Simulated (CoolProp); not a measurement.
Saturated liquid density (kg/m³) of hexamethyldisiloxane (MM): the reference equation beside estimates from Tc = 518.7 K, pc = 1.931 MPa, ω = 0.418. Rackett uses Z = 0.29056 − 0.08775 ω.

Computed with CoolProp (reference Helmholtz-energy equation of state, Thol 2016).

```tsv
T (K)	reference	Rackett	van der Waals	Redlich-Kwong	Soave-Redlich-Kwong	Peng-Robinson
288.6	769.5	849.1	461.1	681.8	713.8	803.5
292.8	765.1	844.2	458.8	677.8	710.5	800.0
297	760.7	839.4	456.4	673.8	707.0	796.3
301.3	756.2	834.4	454.0	669.6	703.5	792.5
305.5	751.7	829.4	451.5	665.5	699.9	788.7
309.8	747.1	824.3	449.0	661.2	696.2	784.8
314	742.6	819.3	446.5	656.9	692.5	780.8
318.3	738.0	814.1	444.0	652.5	688.6	776.6
322.5	733.4	809.0	441.4	648.1	684.7	772.5
```

Absolute difference from the reference over all 9 rows, mean and median: Rackett 10.3 and 10.3 %, van der Waals 39.9 and 39.9 %, Redlich-Kwong 11.5 and 11.5 %, Soave-Redlich-Kwong 6.9 and 6.9 %, Peng-Robinson 4.9 and 4.9 %.
